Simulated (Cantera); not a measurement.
Premixed flame

A freely propagating, adiabatic, planar premixed flame of C3H8 : O2 : N2 = 1 : 4.17 : 19.6 (molar parts), unburnt at 625 K and 10.0 bar; mixture-averaged transport, grid criteria slope 0.08 and curve 0.16, no radiation.

Model: GRI-Mech 3.0 (53 species, 325 reactions), integrated in Cantera. GRI-Mech 3.0 was tuned for natural gas; its chemistry of propane as a main component is partial and can be far from experiment. Burning velocities carry a grid error of a few per cent, more on coarse grids.

| z (mm) | T (K) | u (m/s) | x C3H8 | x O2 | x CH4 | x H2O | x NO | x O |
|---|---|---|---|---|---|---|---|---|
| -0.166 | 626 | 0.568 | 0.0403 | 0.168 | 3.68e-6 | 0.000159 | <1e-8 | <1e-8 |
| -0.111 | 631 | 0.574 | 0.0402 | 0.167 | 3.33e-5 | 0.00122 | 2.94e-8 | <1e-8 |
| -0.0831 | 649 | 0.593 | 0.0400 | 0.165 | 0.000128 | 0.00417 | 1.34e-7 | <1e-8 |
| -0.0554 | 743 | 0.687 | 0.0386 | 0.155 | 0.000580 | 0.0161 | 8.79e-7 | <1e-8 |
| -0.0277 | 1131 | 1.07 | 0.0261 | 0.114 | 0.00234 | 0.0538 | 6.80e-6 | 5.78e-7 |
| -0.0139 | 1496 | 1.46 | 0.00861 | 0.0737 | 0.00363 | 0.0848 | 1.52e-5 | 2.27e-5 |
| 0 | 1850 | 1.83 | 0.000167 | 0.0339 | 0.00236 | 0.113 | 2.87e-5 | 0.000223 |
| 0.0139 | 2027 | 2.00 | 6.35e-8 | 0.0129 | 0.000457 | 0.126 | 4.90e-5 | 0.000473 |
| 0.0277 | 2092 | 2.06 | <1e-8 | 0.00531 | 5.51e-5 | 0.129 | 6.57e-5 | 0.000529 |
| 0.0554 | 2143 | 2.10 | <1e-8 | 0.00163 | 9.75e-7 | 0.130 | 7.95e-5 | 0.000347 |
| 0.111 | 2181 | 2.13 | <1e-8 | 0.000530 | <1e-8 | 0.131 | 8.60e-5 | 0.000139 |
| 0.222 | 2204 | 2.15 | <1e-8 | 0.000153 | <1e-8 | 0.133 | 8.86e-5 | 4.03e-5 |
| 0.443 | 2214 | 2.16 | <1e-8 | 4.14e-5 | <1e-8 | 0.133 | 8.94e-5 | 1.10e-5 |
x: mole fraction of selected species; z is measured from the peak of heat release.

The laminar burning velocity is 56.7 cm/s, the thermal thickness is 0.0554 mm and the peak x(CH4) comes out as 0.00370. The peak x(O) is 0.000536 and the grid points is 144.
